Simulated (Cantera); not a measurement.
Input: 1 mol n-butane, 20 mol H2, at 0.00133 bar.

Method: chemical equilibrium by Gibbs-energy minimisation in Cantera with the NASA 1993 tables (ideal gas, pure condensed phases). Candidate condensed phases: C, C6H6, C7H8, C8H18; 76 gas species. Rates play no part. All values below are at 1400 K.

Base state: H2 1.000, H 0.000133 (mole fractions); condensed: C(graphite).

What changes in the equilibrium state with this change: pressure from 0.00133 bar to 1.00 bar?


```json
[
 {"species": "H2", "before": "1.000", "after": "0.996"},
 {"species": "CH4", "before": "5.76e-6", "after": "0.00428"},
 {"species": "H", "before": "0.000133", "after": "4.85e-6"},
 {"species": "C(graphite), mol", "before": "4.00", "after": "3.89"}
]
```
